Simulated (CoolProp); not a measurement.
Vapour-liquid equilibrium of dimethyl ether (1) + n-hexane (2) at 326.7 K; x and y are mole fractions of (1).

Model: multi-fluid Helmholtz-energy mixture model, Wu 2011 and Thol 2019; pair parameters Bell 2016, in CoolProp.

```tsv
x	bubble pressure, mixture model (kPa)	bubble pressure, Raoult's law (kPa)	y, mixture model	y, Raoult's law
0.05	131.3	120.5	0.542	0.517
0.2	336.1	298.2	0.835	0.836
0.35	?	475.9	0.904	0.916
0.5	?	653.5	?	0.953
0.65	?	831.2	0.958	0.974
0.8	?	1009	?	0.988
0.95	1178	1187	0.993	0.997
```

Q: Complete the blanks.

A: 
- 0.35, bubble pressure, mixture model (kPa): 521.6
- 0.5, bubble pressure, mixture model (kPa): 686.2
- 0.5, y, mixture model: 0.936
- 0.65, bubble pressure, mixture model (kPa): 839.9
- 0.8, bubble pressure, mixture model (kPa): 998.0
- 0.8, y, mixture model: 0.975

The largest gap from Raoult's law is +12.7 % in bubble pressure, at x = 0.2. No azeotrope shows between x = 0.05 and 0.95.

The pair parameters rest on a limited set of measurements; away from them the model extrapolates. The gap from Raoult's law changes sign with composition, which may be real or a fault of the pair parameters; it wasn't checked against measurements.
